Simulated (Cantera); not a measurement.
A Cantera script and what it prints.

```python
import numpy as np
import cantera as ct

gas_names = [...]  # 151 gases of nasa_gas.yaml made of C, H, N, O, Si
cond_names = """
    C(gr) C6H6(L) C7H8(L) C8H18(L),n-octa H2O(s) H2O(L) Si(cr) Si(L) SiC(b) SiO2(Lqz) SiO2(hqz) SiO2(L)
    Si2N2O(s) Si3N4(a)
""".split()


# ... load() reads the species with a 1 bar reference pressure and builds the phases ...
atoms = {
    'SiC': {'Si': 1, 'C': 1},
    'N2O': {'N': 2, 'O': 1},
    'H2': {'H': 2},
}
top_T = {'C(gr)': 4500, 'SiC(b)': 3050, 'Si2N2O(s)': 2100, 'Si3N4(a)': 2400}  # K; cautious upper limits of use, not melting points


# ... equilibrate(T, P, feed) seeds the gas with the atoms and calls Mixture.equilibrate('TP', solver="vcs", rtol=1e-11, max_steps=5000) ...
results = []
feed = {'SiC': 1, 'N2O': 4.3, 'H2': 2.1}  # mol
T = 1223.15  # K
P = 41  # Pa
mix = equilibrate(T, P, feed)
results.append((T, P, feed, dict(zip(mix.species_names, mix.species_moles))))
print(gas.report(threshold=0.001))
for i in range(1, mix.n_phases):
    print(f"{mix.phase(i).name:16s} {mix.phase_moles(i):12.5e} mol")
```

It prints:

```
       temperature   1223.2 K
          pressure   41 Pa
           density   9.4524e-05 kg/m^3
  mean mol. weight   23.446 kg/kmol
   phase of matter   gas

                          1 kg             1 kmol
                     ---------------   ---------------
          enthalpy       -1.2388e+06       -2.9045e+07  J
   internal energy       -1.6725e+06       -3.9215e+07  J
           entropy             12954        3.0373e+05  J/K
    Gibbs function       -1.7084e+07       -4.0055e+08  J
 heat capacity c_p              1527             35803  J/K
 heat capacity c_v            1172.4             27489  J/K

                      mass frac. Y      mole frac. X     chem. pot. / RT
                     ---------------   ---------------   ---------------
                CO           0.10368          0.086789           -47.265
               CO2          0.090745          0.048346           -78.752
                H2          0.013452           0.15645           -27.683
               H2O          0.097834           0.12733            -59.17
                N2           0.69429           0.58108            -33.75
     [ +146 minor]        2.8794e-07        5.9364e-06

C(gr)             0.00000e+00 mol
Si(cr)            0.00000e+00 mol
SiC(b)            0.00000e+00 mol
SiO2(hqz)         1.00000e+00 mol
Si2N2O(s)         0.00000e+00 mol
Si3N4(a)          0.00000e+00 mol
```

Equilibrium computed with Cantera from the NASA thermochemical tables; the gas is ideal and each condensed phase is pure. The tables hold silica as quartz up to 1696 K and as liquid above; real silica turns to tridymite and cristobalite and melts near 1996 K.
